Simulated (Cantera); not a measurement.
A freely propagating, adiabatic, planar premixed flame of 13.1 % CH₄, 1.31 % CO, 18.0 % O₂, 67.5 % N₂, equivalence ratio 1.5, unburnt at 400 K and 0.450 bar; mixture-averaged transport, grid criteria slope 0.08 and curve 0.16, no radiation.

Computed with Cantera and GRI-Mech 3.0 (53 species, 325 reactions). Burning velocities carry a grid error of a few per cent, more on coarse grids.

Question: Predict: laminar burning velocity; thermal thickness; peak x(HCO); peak x(HCN).

Answer: 
```
Item                          Value
------------------------  ---------
laminar burning velocity  28.5 cm/s
thermal thickness           1.61 mm
peak x(HCO)                 1.39e-5
peak x(HCN)                 5.60e-5
```
